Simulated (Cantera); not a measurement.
An isothermal, constant-pressure homogeneous reactor starts with NO : N2 = 1 : 1.2 (molar parts), at 1600 K and 10.00 Torr. Integrator tolerance rtol = 1e-08.

Model: GRI-Mech 3.0 (53 species, 325 reactions), integrated in Cantera. Radical loss at walls, strong at low pressure, is not modelled.

Question: What does this change do: temperature 1600 to 2100 K?

Answer: 
```tsv
quantity	before	after
x(NO) at 1.00 s	0.454 (gas-phase equilibrium 0.00200)	0.398 (gas-phase equilibrium 0.0101)
x(O2) at 1.00 s	5.29e-5 (gas-phase equilibrium 0.226)	0.0268 (gas-phase equilibrium 0.219)
x(N2) at 1.00 s	0.546 (gas-phase equilibrium 0.772)	0.573 (gas-phase equilibrium 0.766)
x(N2O) at 1.00 s	4.88e-5 (gas-phase equilibrium 1.36e-8)	4.83e-5 (gas-phase equilibrium 6.39e-8)
x(NO2) at 1.00 s	1.73e-5 (gas-phase equilibrium 9.61e-7)	2.32e-5 (gas-phase equilibrium 1.74e-6)
```
